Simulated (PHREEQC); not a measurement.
Make-up at 25 °C: 1.4 mmol/kgw PbCl2, 33 mmol/kgw KNO3 and 3.3 mmol/kgw Zn(NO3)2. Closed to the air; pH follows from the charge balance.

Equilibrium calculation in PHREEQC: ion-association model, wateq4f.dat.

Each row changes one thing in this solution. This is a speciation only: nothing precipitates in the calculation.

```json
[
 {"case": "as made", "pH": "5.45", "Pb+2 (mol/kgw)": "0.00106", "PbNO3+ (mol/kgw)": "0.000282", "PbCl+ (mol/kgw)": "5.31e-5", "ZnCl+ (mol/kgw)": "1.19e-5", "PbOH+ (mol/kgw)": "3.30e-6", "SI of Pb(OH)2 (Pb(OH)2)": "-0.55", "SI of Zincite(c) (ZnO)": "-3.03"},
 {"case": "Zn(NO3)2 from 0.0033 to 0.00297 mol/kgw", "pH": "5.46", "Pb+2 (mol/kgw)": "0.00106", "PbNO3+ (mol/kgw)": "0.000279", "PbCl+ (mol/kgw)": "5.36e-5", "ZnCl+ (mol/kgw)": "1.07e-5", "PbOH+ (mol/kgw)": "3.33e-6", "SI of Pb(OH)2 (Pb(OH)2)": "-0.55", "SI of Zincite(c) (ZnO)": "[?]"},
 {"case": "diluted 10-fold with water", "pH": "[?]", "Pb+2 (mol/kgw)": "0.000132", "PbNO3+ (mol/kgw)": "5.73e-6", "PbCl+ (mol/kgw)": "1.09e-6", "ZnCl+ (mol/kgw)": "1.86e-7", "PbOH+ (mol/kgw)": "1.38e-6", "SI of Pb(OH)2 (Pb(OH)2)": "[?]", "SI of Zincite(c) (ZnO)": "-3.09"},
 {"case": "Zn(NO3)2 from 0.0033 to 0.033 mol/kgw", "pH": "5.33", "Pb+2 (mol/kgw)": "0.000925", "PbNO3+ (mol/kgw)": "0.000440", "PbCl+ (mol/kgw)": "3.28e-5", "ZnCl+ (mol/kgw)": "8.66e-5", "PbOH+ (mol/kgw)": "1.73e-6", "SI of Pb(OH)2 (Pb(OH)2)": "[?]", "SI of Zincite(c) (ZnO)": "-2.39"},
 {"case": "temperature from 25 to 5 °C", "pH": "5.47", "Pb+2 (mol/kgw)": "0.00107", "PbNO3+ (mol/kgw)": "0.000291", "PbCl+ (mol/kgw)": "3.26e-5", "ZnCl+ (mol/kgw)": "4.75e-6", "PbOH+ (mol/kgw)": "3.56e-6", "SI of Pb(OH)2 (Pb(OH)2)": "-1.23", "SI of Zincite(c) (ZnO)": "-4.13"},
 {"case": "PbCl2 from 0.0014 to 0.00014 mol/kgw", "pH": "5.76", "Pb+2 (mol/kgw)": "0.000109", "PbNO3+ (mol/kgw)": "2.97e-5", "PbCl+ (mol/kgw)": "5.66e-7", "ZnCl+ (mol/kgw)": "1.23e-6", "PbOH+ (mol/kgw)": "7.04e-7", "SI of Pb(OH)2 (Pb(OH)2)": "-0.91", "SI of Zincite(c) (ZnO)": "-2.39"},
 {"case": "PbCl2 from 0.0014 to 0.0007 mol/kgw", "pH": "[?]", "Pb+2 (mol/kgw)": "0.000539", "PbNO3+ (mol/kgw)": "0.000145", "PbCl+ (mol/kgw)": "1.38e-5", "ZnCl+ (mol/kgw)": "6.05e-6", "PbOH+ (mol/kgw)": "2.22e-6", "SI of Pb(OH)2 (Pb(OH)2)": "-0.60", "SI of Zincite(c) (ZnO)": "-2.78"}
]
```

Problem. Complete the blanks.

Solution. 
- Zn(NO3)2 from 0.0033 to 0.00297 mol/kgw, SI of Zincite(c) (ZnO): -3.07
- diluted 10-fold with water, pH: 5.83
- diluted 10-fold with water, SI of Pb(OH)2 (Pb(OH)2): -0.51
- Zn(NO3)2 from 0.0033 to 0.033 mol/kgw, SI of Pb(OH)2 (Pb(OH)2): -0.99
- PbCl2 from 0.0014 to 0.0007 mol/kgw, pH: 5.57

Species that the database lacks are ignored. Away from 25 °C the constants follow the database's enthalpies or fits; those with neither stay at their 25 °C values.
